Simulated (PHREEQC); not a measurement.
3.8 g of hydrous ferric oxide (600 m²/g; 0.2 weak and 0.005 strong sites per Fe, Dzombak-Morel constants, diffuse double layer) in 1 kg of water with 0.005 mol/kgw of an inert sodium salt and 1.7 mmol/kgw NiCl2, at 25 °C; the pH is set by adding NaOH or the inert anion's acid. Oxygen is held at 0.21 atm. The system is closed to CO2. No solid was allowed to form.

The series has 13 steps of pH, from 4 to 12.

All values are PHREEQC results (ion-association model, wateq4f.dat), not measurements.

Task: Near which pH is half of the Ni sorbed, and on which side is more sorbed?

Result: Near pH 6.4, with more sorbed at higher pH.

Task: At which pH does the surface charge pass through zero?

Result: Near pH 8.5.

Along this series the solution becomes supersaturated in solids that the run did not let form, among them Ni(OH)2. Species that the database lacks are ignored.
